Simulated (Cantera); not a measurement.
Standard-state values (1 bar) from the NASA 1993 polynomials, evaluated with Cantera. Values are per mole of reaction as written; species without (g) are pure solids or liquids, kept so even where they would boil at 1 bar.

Fe + 3 OH(g) → Fe(OH)3

| T (K) | ΔH° (kJ) | ΔS° (J/K) | ΔG° (kJ) | log10 K |
|---|---|---|---|---|
| 300 | -950.7 | -474.0 | -808.5 | 140.77 |
| 400 | … | … | … | … |
| 450 | -951.0 | -475.2 | -737.2 | 85.57 |
| 500 | -950.6 | -474.2 | -713.5 | 74.53 |
| 550 | … | … | … | … |
| 600 | -949.0 | -471.4 | -666.2 | 57.99 |
| 650 | … | … | … | … |
| 700 | -946.7 | -467.9 | -619.2 | 46.20 |
| 750 | -945.4 | -466.1 | -595.9 | 41.50 |
| 800 | -944.0 | -464.3 | -572.6 | 37.39 |
| 850 | … | … | … | … |
| 900 | -941.2 | -461.0 | -526.3 | 30.55 |

### Question
Complete the blanks.

### Answer

- 400, ΔH° (kJ): -951.2
- 400, ΔS° (J/K): -475.7
- 400, ΔG° (kJ): -761.0
- 400, log10 K: 99.37
- 550, ΔH° (kJ): -949.9
- 550, ΔS° (J/K): -472.9
- 550, ΔG° (kJ): -689.8
- 550, log10 K: 65.51
- 650, ΔH° (kJ): -947.9
- 650, ΔS° (J/K): -469.7
- 650, ΔG° (kJ): -642.6
- 650, log10 K: 51.64
- 850, ΔH° (kJ): -942.6
- 850, ΔS° (J/K): -462.6
- 850, ΔG° (kJ): -549.4
- 850, log10 K: 33.76
